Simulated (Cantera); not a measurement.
What does this Cantera script print?

```python
import numpy as np
import cantera as ct

gas = ct.Solution("gri30.yaml")
gas.TPX = 625, 570000, {'CO': 1, 'H2': 0.16, 'CH4': 0.059, 'O2': 0.465, 'N2': 1.75}
flame = ct.FreeFlame(gas, width=0.012)
flame.set_refine_criteria(ratio=3, slope=0.08, curve=0.16)
flame.transport_model = "mixture-averaged"
flame.solve(loglevel=0, auto=True)
z, T = flame.grid, flame.T
thick = (T[-1] - T[0]) / np.gradient(T, z).max()
show = ['CO', 'H2', 'CH4', 'CH3', 'H2O2', 'NO']
print(f"laminar burning velocity  {flame.velocity[0] * 100:.3f} cm/s")
print(f"burnt temperature         {T[-1]:.1f} K")
print(f"thermal thickness         {thick * 1e3:.4f} mm")
print(f"grid points               {len(z)}")
z0 = z[flame.heat_release_rate.argmax()]
print(f"{'z/mm':>9s}{'T/K':>9s}{'u/(m/s)':>9s}" + "".join(f"{s:>11s}" for s in show))
rows = []
for k in (-3, -2, -1.5, -1, -0.5, -0.25, 0, 0.25, 0.5, 1, 2, 4, 8):
    zz = z0 + k * thick
    rows.append([k * thick, np.interp(zz, z, T), np.interp(zz, z, flame.velocity),
                 *(np.interp(zz, z, flame.X[gas.species_index(s)]) for s in show)])
    print(f"{rows[-1][0] * 1e3:9.3f}{rows[-1][1]:9.1f}{rows[-1][2]:9.3f}" + "".join(f"{x:11.3e}" for x in rows[-1][3:]))
```

Result:

```
laminar burning velocity  222.121 cm/s
burnt temperature         2523.3 K
thermal thickness         0.0636 mm
grid points               130
     z/mm      T/K  u/(m/s)         CO         H2        CH4        CH3       H2O2         NO
   -0.191    625.0    2.221  2.912e-01  4.650e-02  1.718e-02  5.086e-11  7.037e-10  5.814e-13
   -0.127    625.0    2.220  2.913e-01  4.615e-02  1.719e-02  8.299e-10  1.274e-08  1.068e-11
   -0.095    625.3    2.220  2.916e-01  4.543e-02  1.720e-02  7.003e-09  1.295e-07  1.100e-10
   -0.064    628.8    2.228  2.921e-01  4.331e-02  1.721e-02  8.087e-08  1.893e-06  1.676e-09
   -0.032    723.1    2.546  2.915e-01  3.588e-02  1.641e-02  9.543e-06  4.958e-05  9.859e-08
   -0.016   1044.6    3.654  2.819e-01  2.814e-02  1.243e-02  1.095e-04  6.958e-05  8.840e-07
    0.000   1497.5    5.185  2.592e-01  1.901e-02  4.092e-03  2.789e-04  7.176e-06  4.004e-06
    0.016   1781.1    6.073  2.260e-01  1.213e-02  3.193e-04  5.600e-05  1.555e-06  1.102e-05
    0.032   1930.2    6.484  1.983e-01  1.041e-02  1.133e-05  3.087e-06  9.619e-07  2.004e-05
    0.064   2091.5    6.910  1.728e-01  1.106e-02  1.611e-08  7.278e-09  5.515e-07  3.623e-05
    0.127   2237.9    7.312  1.610e-01  1.104e-02  5.163e-13  8.687e-13  3.292e-07  5.859e-05
    0.254   2357.1    7.640  1.542e-01  1.023e-02  5.292e-14  2.626e-13  2.046e-07  8.690e-05
    0.509   2442.2    7.867  1.485e-01  9.569e-03  4.092e-14  1.774e-13  1.249e-07  1.219e-04
```

Computed with Cantera and GRI-Mech 3.0 (53 species, 325 reactions). Burning velocities carry a grid error of a few per cent, more on coarse grids.
